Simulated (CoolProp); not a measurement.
Propylene at 441.52 K and 1.11 MPa is throttled through a valve to 0.455 MPa with no heat exchange. Each further row changes one setting.

Model: reference Helmholtz-energy equation of state, Lemmon 2013, in CoolProp.

| case | temperature change (K) | final density (kg/m³) |
|---|---|---|
| as stated | … | … |
| outlet pressure 0.137 MPa | … | … |
| outlet pressure 0.592 MPa | … | … |

**Question.** Complete the blanks.

**Answer.** 
- as stated, temperature change (K): -3.9
- as stated, final density (kg/m³): 5.36
- outlet pressure 0.137 MPa, temperature change (K): -5.8
- outlet pressure 0.137 MPa, final density (kg/m³): 1.60
- outlet pressure 0.592 MPa, temperature change (K): -3.1
- outlet pressure 0.592 MPa, final density (kg/m³): 7.01
